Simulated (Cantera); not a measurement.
# Ignition delay

Mixture: 15.0 % H2, 17.8 % O2, 67.2 % N2, at 500000 Pa, adiabatic and at constant pressure. Ignition delay is the time to a rise of 400 K.

Cantera simulation using the H2/O2 subset of GRI-Mech 3.0, which has no nitrogen chemistry; the numbers are that mechanism's predictions, not measurements. The hydrogen kinetics of GRI-Mech 3.0 are dated; newer H2 mechanisms differ, most at raised pressure. Below about 950 K walls govern HO2 and H2O2 in real vessels.

```tsv
T0 (K)	delay (ms)
850	1270
950	64.6
1050	3.82
1150	0.0426
1250	0.0107
1350	0.00592
1450	0.00405
1550	0.00314
```
